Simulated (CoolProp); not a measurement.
Vapour-liquid equilibrium of CH2F2 (R32) (1) + R143a (2) at 237.4 K; x and y are mole fractions of (1).

Computed with CoolProp (multi-fluid Helmholtz-energy mixture model, Tillner-Roth 1997 and Lemmon and Jacobsen 2000; pair parameters Bell 2016).

Problem. Give the bubble pressure and the first vapour's composition at x = 0.35, 0.85, 0.95. Is there an azeotrope?

Solution. x = 0.35: 0.2040 MPa, y = 0.431; x = 0.85: 0.2187 MPa, y = 0.843; x = 0.95: 0.2164 MPa, y = 0.942. y crosses x between x = 0.75 and 0.85: the model has an azeotrope there.

Pair parameters are fitted to limited data, so mixtures are less certain than the pure fluids.
